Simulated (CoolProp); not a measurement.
Vapour-liquid equilibrium of CHF3 (R23) (1) + CH2F2 (R32) (2) at 3.21 bar; x and y are mole fractions of (1).

Values from CoolProp's multi-fluid Helmholtz-energy mixture model, Penoncello 2003 and Tillner-Roth 1997; pair parameters Bell 2016.

Task: Give the bubble temperature and the first vapour's composition at x = 0.05, 0.425, 0.65. Is there an azeotrope?

Result: x = 0.05: 244.1 K, y = 0.149; x = 0.425: 227.6 K, y = 0.735; x = 0.65: 221.2 K, y = 0.878. No azeotrope shows between x = 0.05 and 0.95.

Pair parameters are fitted to limited data, so mixtures are less certain than the pure fluids.
